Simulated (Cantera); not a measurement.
Cantera run:

```python
import numpy as np
import cantera as ct

gas_names = """
    Cu CuO Cu2 H HNO HNO2 HNO3 HO2 H2 H2O H2O2 N NH NH2 NH3 NH2OH NO NO2 NO3 N2 N2H2 N2H4 N2O O OH O2 O3
""".split()
cond_names = """
    Cu(cr) Cu(L) CuO(s) CuO2H2(s) Cu2O(s) Cu2O(L) H2O(s) H2O(L)
""".split()


# ... load() reads the species with a 1 bar reference pressure and builds the phases ...
atoms = {
    'CuO': {'Cu': 1, 'O': 1},
    'H2': {'H': 2},
    'N2': {'N': 2},
}
top_T = {'CuO(s)': 1390}  # K; cautious upper limits of use, not melting points


# ... equilibrate(T, P, feed) seeds the gas with the atoms and calls Mixture.equilibrate('TP', solver="vcs", rtol=1e-11, max_steps=5000) ...
results = []
feed = {'CuO': 1, 'H2': 18, 'N2': 0.9}  # mol
T = 1750  # K
for P in [10, 52, 270, 1400, 7200, 37000, 190000, 1000000]:
    mix = equilibrate(T, P, feed)
    results.append((T, P, feed, dict(zip(mix.species_names, mix.species_moles))))

top = {s: max(r[3][s] / sum(r[3][g] for g in gas_names) for r in results) for s in gas_names}
cols = sorted((s for s in top if top[s] > 1e-05), key=lambda s: -top[s])[:6]
seen = [c for c in cond_names if any(r[3].get(c, 0) > 1e-12 for r in results)]
print("log10 of partial pressures in bar; condensed amounts in mol")
print(f"{'P/Pa':>10s}" + "".join(f"{s[:9]:>10s}" for s in cols + seen))
for T, P, feed, n in results:
    ng = sum(n[g] for g in gas_names)
    print(f"{P:10.4g}" + "".join(f"{np.log10(max(n[s] / ng * P / 1e5, 1e-99)):10.3f}" for s in cols)
          + "".join(f"{n.get(c, 0):10.4g}" for c in seen))
```

Output:

```
log10 of partial pressures in bar; condensed amounts in mol
      P/Pa        H2       H2O        Cu        N2         H        OH     Cu(L)
        10    -4.079    -5.304    -5.304    -5.349    -5.673    -8.130         0
        52    -3.357    -4.585    -4.585    -4.631    -5.312    -7.772         0
       270    -2.639    -3.868    -3.869    -3.914    -4.953    -7.414         0
      1400    -1.910    -3.140    -3.525    -3.186    -4.588    -7.050    0.5864
      7200    -1.191    -2.421    -3.525    -2.467    -4.229    -6.691     0.921
   3.7e+04    -0.478    -1.709    -3.525    -1.754    -3.873    -6.335    0.9847
   1.9e+05     0.233    -0.998    -3.525    -1.044    -3.517    -5.979     0.997
     1e+06     0.954    -0.276    -3.525    -0.322    -3.156    -5.619    0.9994
```

Cantera equilibrium calculation (NASA polynomials, part measured and part estimated; ideal gas, pure solids and liquids).
